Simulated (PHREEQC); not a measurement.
A column of 0.2 m (40 cells, dispersivity 0.01 m, 3600 s a shift, diffusion coefficient 3e-10 m²/s) holds 0.059 eq of the database's cation exchanger X per kg of pore water, first in equilibrium with 0.065 mol SrCl2, 0.01 mol ZnCl2 and 1e-05 mol HCl per kg of water. It is flushed with 18 mmol/kgw KBr, 47 mmol/kgw MnCl2, 8 mmol/kgw CaCl2 and 0.01 mmol/kgw HCl, at 15 °C. Values are for the last cell. CO2 from the air is kept out. Nothing may precipitate in this run.

Base run: PHREEQC, ion-association model, phreeqc.dat. Each further column changes one thing. The table gives Mn in solution (mol/kgw).

| pore volumes | base | exchange capacity from 0.059 to 0.029 eq/kgw | dispersivity from 0.01 to 0.02 m |
|---|---|---|---|
| 0 | 0 | 0 | 0 |
| 0.3125 | 3.82e-7 | 1.11e-6 | 5.23e-5 |
| 0.5125 | 0.000285 | 0.000539 | 0.00178 |
| 0.8125 | 0.00646 | 0.00957 | 0.0108 |
| 1.113 | 0.0187 | 0.0245 | 0.0214 |
| 1.413 | 0.0292 | 0.0352 | 0.0297 |
| 1.613 | 0.0343 | 0.0396 | 0.0338 |
| 1.913 | 0.0395 | 0.0435 | 0.0382 |
| 2.212 | 0.0426 | 0.0454 | 0.0411 |
| 2.513 | 0.0445 | 0.0463 | 0.0431 |
| 2.712 | 0.0453 | 0.0466 | 0.0440 |
| 3.013 | 0.0460 | 0.0468 | 0.0450 |
